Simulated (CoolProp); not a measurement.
The numbers come from the reference Helmholtz-energy equation of state, Penoncello 2003 in CoolProp.

Task: For CHF3 (R23), give the phase and the density (kg/m³), cv (kJ/(kg K)), viscosity (µPa s), conductivity (mW/(m K)) at 234.1 K and 0.336 MPa.

Result: 
- 234.1 K and 0.336 MPa: gas; density 12.9, cv 0.571, viscosity 11.8, conductivity 10.6

Viscosity comes from a separate model (Shan 2000). Thermal conductivity comes from a separate model (Shan 2000).
